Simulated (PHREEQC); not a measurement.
A solution holds 43 mmol/kgw CuSO4, 0.094 mmol/kgw HCl and 1.5 mmol/kgw FeCl3, at 25 °C. Closed to the air; pH follows from the charge balance.

Computed with PHREEQC (ion-association model, wateq4f.dat).

This is a speciation only: nothing precipitates in the calculation.

Estimate the pH, ionic strength.

pH 3.47; ionic strength 0.102 mol/kgw.

In which forms is Cu present?

Cu+2 59 %, CuSO4 41 % of the Cu.

The solution is supersaturated, for example in Fe(OH)3(a), Hematite (slow to form), so a real one may precipitate; this is no full list.
